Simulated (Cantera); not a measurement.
**CH3SiH3 + H2 (silicon carbide growth)**

Input: 1 mol CH3SiH3, 5.3 mol H2, at 1000 Pa.

Method: chemical equilibrium by Gibbs-energy minimisation in Cantera with the NASA 1993 tables (ideal gas, pure condensed phases). Candidate condensed phases: C, C6H6, C7H8, C8H18, Si, SiC; 87 gas species. The feed counts by its element totals alone. Gases not in the tables: Si2H6 and higher silanes. Rates play no part.

```csv
T (°C),x H2,x H,x Si,x C2H2 (acetylene),x SiC2,n SiC(s),n C(graphite)
1150,1.000,6.64e-5,7.90e-8,3.61e-10,<1e-12,1.000,0
1250,1.000,0.000231,3.78e-7,1.70e-8,1.16e-12,1.000,0
1350,0.999,0.000691,1.58e-6,4.39e-7,9.19e-11,1.000,0
1450,0.998,0.00182,7.76e-6,4.03e-6,3.15e-9,1.000,0
1550,0.996,0.00432,3.73e-5,2.11e-5,6.23e-8,1.000,0
1650,0.990,0.00937,0.000156,8.75e-5,8.71e-7,0.998,0
1750,0.980,0.0188,0.000569,0.000311,9.31e-6,0.994,0
1850,0.962,0.0352,0.00183,0.000972,7.92e-5,0.981,0
1950,0.929,0.0617,0.00531,0.00267,0.000551,0.941,0
2050,0.872,0.102,0.0174,0.00422,0.00260,0.787,0.0767
```
x: gas mole fraction; n: condensed amount in mol.

From 1150 °C to 1950 °C the condensed part is SiC(s). At 2050 °C the condensed part is C(graphite) + SiC(s). The main Si-bearing gas is SiH2 at 1150 °C and Si at 2050 °C.
